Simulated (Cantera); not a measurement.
Ammonia decomposition in nitride growth gas

An isothermal, constant-pressure homogeneous reactor starts with NH3 : N2 : H2 = 1 : 0.95 : 0.12 (molar parts), at 2225 K and 0.0217 atm.

Computed with Cantera and the gas-phase N/H chemistry of the illustrative SiF4/NH3 mechanism in the Surface Chemkin manual (1991). Walls and surfaces, which speed up NH3 decomposition in real reactors, are not modelled.

| t (s) | x NH3 | x N2H2 | x NH | x N2H4 | x NH2 |
|---|---|---|---|---|---|
| 5.00e-6 | 0.483 | 4.70e-12 | 1.35e-10 | <1e-12 | 7.68e-6 |
| 1.61e-5 | 0.483 | 1.77e-10 | 2.68e-9 | 1.45e-12 | 2.89e-5 |
| 5.15e-5 | 0.483 | 3.98e-9 | 4.70e-8 | 1.84e-11 | 9.83e-5 |
| 0.000165 | 0.483 | 6.38e-8 | 8.19e-7 | 2.00e-10 | 0.000319 |
| 0.000531 | 0.482 | 1.04e-6 | 9.61e-6 | 1.99e-9 | 0.00100 |
| 0.00171 | 0.478 | 8.93e-6 | 4.48e-5 | 1.17e-8 | 0.00243 |
| 0.00548 | 0.462 | 1.21e-5 | 5.85e-5 | 1.44e-8 | 0.00269 |
| 0.0176 | 0.414 | 1.03e-5 | 6.23e-5 | 1.11e-8 | 0.00236 |
| 0.0565 | 0.297 | 6.61e-6 | 6.22e-5 | 6.18e-9 | 0.00176 |
| 0.181 | 0.119 | 2.13e-6 | 4.78e-5 | 1.61e-9 | 0.000899 |
| 0.582 | 0.0105 | 1.39e-7 | 2.06e-5 | 5.63e-11 | 0.000168 |
| 1.87 | 4.17e-6 | 5.67e-12 | 4.81e-7 | <1e-12 | 5.09e-7 |
| 6.00 | 1.21e-7 | <1e-12 | 3.46e-8 | <1e-12 | 2.32e-8 |
x: mole fraction; the columns are a selection and need not sum to one.

Equilibrium at this temperature and pressure: NH3 7.71e-8, N2H2 <1e-12, NH 2.22e-8, N2H4 <1e-12, NH2 1.49e-8 (gas phase only).
